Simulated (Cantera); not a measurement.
Input (Python, Cantera) and output of one run.

```python
import numpy as np
import cantera as ct

gas_names = """
    H H2 H2S N NH NH2 NH3 N2 N2H2 N2H4 Ni NiS S SH SN S2 S8
""".split()
cond_names = """
    Ni(cr) Ni(L) NiS(b) NiS(a) NiS(L) NiS2(s) NiS2(L) Ni3S2(I) Ni3S2(II) Ni3S2(L) Ni3S4(s) S(cr1) S(cr2)
    S(L)
""".split()


# ... load() reads the species with a 1 bar reference pressure and builds the phases ...
atoms = {
    'NiS': {'Ni': 1, 'S': 1},
    'H2': {'H': 2},
    'N2': {'N': 2},
}
top_T = {'Ni3S4(s)': 620}  # K; cautious upper limits of use, not melting points


# ... equilibrate(T, P, feed) seeds the gas with the atoms and calls Mixture.equilibrate('TP', solver="vcs", rtol=1e-11, max_steps=5000) ...
results = []
feed = {'NiS': 1, 'H2': 260, 'N2': 4.3}  # mol
for P in [10, 36, 130, 460, 1700, 6000, 22000, 77000, 280000, 1000000]:
    for T in [1125, 1225, 1325, 1425, 1525, 1625, 1725, 1825, 1925, 2025, 2125]:
        mix = equilibrate(T, P, feed)
        results.append((T, P, feed, dict(zip(mix.species_names, mix.species_moles))))

for T, P, feed, n in results:
    print(f"{T:7g} {P:10.4g}  " + (" + ".join(c for c in cond_names if n.get(c, 0) > 1e-12) or "gas only"))
```

Output:

```
   1125         10  Ni(cr)
   1225         10  Ni(cr)
   1325         10  Ni(cr)
   1425         10  Ni(cr)
   1525         10  Ni(cr)
   1625         10  gas only
   1725         10  gas only
   1825         10  gas only
   1925         10  gas only
   2025         10  gas only
   2125         10  gas only
   1125         36  Ni(cr)
   1225         36  Ni(cr)
   1325         36  Ni(cr)
   1425         36  Ni(cr)
   1525         36  Ni(cr)
   1625         36  Ni(cr)
   1725         36  gas only
   1825         36  gas only
   1925         36  gas only
   2025         36  gas only
   2125         36  gas only
   1125        130  Ni(cr)
   1225        130  Ni(cr)
   1325        130  Ni(cr)
   1425        130  Ni(cr)
   1525        130  Ni(cr)
   1625        130  Ni(cr)
   1725        130  Ni(cr)
   1825        130  gas only
   1925        130  gas only
   2025        130  gas only
   2125        130  gas only
   1125        460  Ni(cr)
   1225        460  Ni(cr)
   1325        460  Ni(cr)
   1425        460  Ni(cr)
   1525        460  Ni(cr)
   1625        460  Ni(cr)
   1725        460  Ni(cr)
   1825        460  gas only
   1925        460  gas only
   2025        460  gas only
   2125        460  gas only
   1125       1700  Ni(cr)
   1225       1700  Ni(cr)
   1325       1700  Ni(cr)
   1425       1700  Ni(cr)
   1525       1700  Ni(cr)
   1625       1700  Ni(cr)
   1725       1700  Ni(cr)
   1825       1700  Ni(L)
   1925       1700  gas only
   2025       1700  gas only
   2125       1700  gas only
   1125       6000  Ni(cr)
   1225       6000  Ni(cr)
   1325       6000  Ni(cr)
   1425       6000  Ni(cr)
   1525       6000  Ni(cr)
   1625       6000  Ni(cr)
   1725       6000  Ni(cr)
   1825       6000  Ni(L)
   1925       6000  Ni(L)
   2025       6000  gas only
   2125       6000  gas only
   1125    2.2e+04  Ni(cr)
   1225    2.2e+04  Ni(cr)
   1325    2.2e+04  Ni(cr)
   1425    2.2e+04  Ni(cr)
   1525    2.2e+04  Ni(cr)
   1625    2.2e+04  Ni(cr)
   1725    2.2e+04  Ni(cr)
   1825    2.2e+04  Ni(L)
   1925    2.2e+04  Ni(L)
   2025    2.2e+04  Ni(L)
   2125    2.2e+04  Ni(L)
   1125    7.7e+04  Ni(cr)
   1225    7.7e+04  Ni(cr)
   1325    7.7e+04  Ni(cr)
   1425    7.7e+04  Ni(cr)
   1525    7.7e+04  Ni(cr)
   1625    7.7e+04  Ni(cr)
   1725    7.7e+04  Ni(cr)
   1825    7.7e+04  Ni(L)
   1925    7.7e+04  Ni(L)
   2025    7.7e+04  Ni(L)
   2125    7.7e+04  Ni(L)
   1125    2.8e+05  Ni(cr)
   1225    2.8e+05  Ni(cr)
   1325    2.8e+05  Ni(cr)
   1425    2.8e+05  Ni(cr)
   1525    2.8e+05  Ni(cr)
   1625    2.8e+05  Ni(cr)
   1725    2.8e+05  Ni(cr)
   1825    2.8e+05  Ni(L)
   1925    2.8e+05  Ni(L)
   2025    2.8e+05  Ni(L)
   2125    2.8e+05  Ni(L)
   1125      1e+06  Ni(cr)
   1225      1e+06  Ni(cr)
   1325      1e+06  Ni(cr)
   1425      1e+06  Ni(cr)
   1525      1e+06  Ni(cr)
   1625      1e+06  Ni(cr)
   1725      1e+06  Ni(cr)
   1825      1e+06  Ni(L)
   1925      1e+06  Ni(L)
   2025      1e+06  Ni(L)
   2125      1e+06  Ni(L)
```

Cantera equilibrium calculation (NASA polynomials, part measured and part estimated; ideal gas, pure solids and liquids).
